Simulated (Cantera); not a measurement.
A closed system holds: 1 mol n-butane, 0.032 mol H2O, held at 5.80 bar.

These are equilibrium values from Cantera (NASA tables, ideal gas, pure condensed phases), not measurements of a reactor. Candidate condensed phases: C, C6H6, C7H8, C8H18, H2O; 110 gas species. Rates play no part.

### Question
At 2800 K, list the 7 most abundant gas species with their mole fractions, and the condensed phases.

### Answer
H2 0.929, H 0.0327, C2H2 (acetylene) 0.0310, CO 0.00622, CH4 0.000490, C4H2 0.000430, CH3 0.000289. Condensed: C(graphite).
